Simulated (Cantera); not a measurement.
Cantera with NASA thermochemical tables; ideal gases at 1 bar, condensed phases pure. Values are per mole of reaction as written; species without (g) are pure solids or liquids, kept so even where they would boil at 1 bar.

2 COS(g) = 2 O(g) + S2(g) + 2 C, with ΔH° = 903.6 kJ and ΔS° = 98.8 J/K at 300 K.

How far is the shortcut ΔG° ≈ ΔH°(300 K) − T·ΔS°(300 K) from the full temperature-dependent value at 1050, 1150, 1250, 1350, 1450, 1550, 1650, 1750, 1850, 1950 K?


| T (K) | shortcut (kJ) | full (kJ) | difference (kJ) | difference in log10 K |
|---|---|---|---|---|
| 1050 | 799.8 | 794.7 | 5.2 | -0.26 |
| 1150 | 790.0 | 783.6 | 6.3 | -0.29 |
| 1250 | 780.1 | 772.5 | 7.6 | -0.32 |
| 1350 | 770.2 | 761.3 | 8.9 | -0.34 |
| 1450 | 760.3 | 750.1 | 10.2 | -0.37 |
| 1550 | 750.4 | 738.8 | 11.6 | -0.39 |
| 1650 | 740.6 | 727.5 | 13.1 | -0.41 |
| 1750 | 730.7 | 716.1 | 14.6 | -0.44 |
| 1850 | 720.8 | 704.6 | 16.2 | -0.46 |
| 1950 | 710.9 | 693.1 | 17.8 | -0.48 |
The shortcut ignores the heat-capacity change of the reaction.
